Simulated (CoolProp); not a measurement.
A single-stage vapour-compression cycle with R507A: evaporating at 287.15 K (dew point), condensing at 307.15 K (bubble point), superheat 8 K, subcooling 2 K, compressor efficiency 0.6, no pressure losses. Each further row changes one setting.

Model: reference Helmholtz-energy equation of state, Lemmon 2003, in CoolProp. It is a pseudo-pure fit of the blend.

```tsv
case	cooling COP	pressure ratio	discharge temperature (K)	refrigerating effect (kJ/kg)	volumetric capacity (kJ/m³)
as stated	7.31	1.70	322.9	130	6100
evaporating temperature 292.15 K	(withheld)	1.48	320.9	133	7180
condensing temperature 302.15 K	10.1	1.50	316.2	138	6460
subcooling 7 K	(withheld)	1.70	322.9	138	(withheld)
superheat 18 K	(withheld)	1.70	333.0	(withheld)	6190
compressor efficiency 0.5	6.09	1.70	325.9	130	6100
```

### Question
Some entries are withheld; supply them.

### Answer

- evaporating temperature 292.15 K, cooling COP: 10.2
- subcooling 7 K, cooling COP: 7.76
- subcooling 7 K, volumetric capacity (kJ/m³): 6470
- superheat 18 K, cooling COP: 7.38
- superheat 18 K, refrigerating effect (kJ/kg): 141
